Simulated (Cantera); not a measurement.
Charge: 1 mol SiC, 0.079 mol H₂O, 150 mol H₂, at 725 °C and 2.70 mbar.

Method: chemical equilibrium by Gibbs-energy minimisation in Cantera with the NASA 1993 tables (ideal gas, pure condensed phases). Candidate condensed phases: C, C₆H₆, C₇H₈, C₈H₁₈, H₂O, Si, SiC, SiO₂; 123 gas species. Equilibrium is a limit: real reactors are often held back by kinetics, nucleation or transport.

Base state: H₂ 1.000, CH₄ 0.000215, CO 3.20e-5 (mole fractions); condensed: SiC(s) + SiO₂(β-quartz).

Task: What changes in the equilibrium state with this change: temperature from 725 °C to 1927 °C?

Result: 
```json
[
 {"species": "H₂", "before": "1.000", "after": "0.889"},
 {"species": "H", "before": "4.16e-8", "after": "0.102"},
 {"species": "Si", "before": "<1e-9", "after": "0.00539"},
 {"species": "C₂H₂ (acetylene)", "before": "<1e-9", "after": "0.00228"},
 {"species": "SiC₂", "before": "<1e-9", "after": "0.000518"},
 {"species": "SiH", "before": "<1e-9", "after": "0.000117"},
 {"species": "SiC(s), mol", "before": "0.963", "after": "0"},
 {"species": "SiO₂(β-quartz), mol", "before": "0.0371", "after": "0"},
 {"species": "C(graphite), mol", "before": "0", "after": "0.00676"}
]
```
Gases not in the tables: Si₂H₆ and higher silanes.

Task: What changes in the equilibrium state with this change: temperature from 725 °C to 1702 °C?

Result: 
```tsv
species	before	after
H₂	1.000	0.972
H	4.16e-8	0.0260
Si	<1e-9	0.000948
C₂H₂ (acetylene)	<1e-9	0.000251
SiH	<1e-9	3.49e-5
Si₂C	<1e-9	2.33e-5
SiC₂	<1e-9	1.39e-5
SiO	3.86e-9	1.12e-5
SiC(s), mol	0.963	0.838
SiO₂(β-quartz), mol	0.0371	0
```
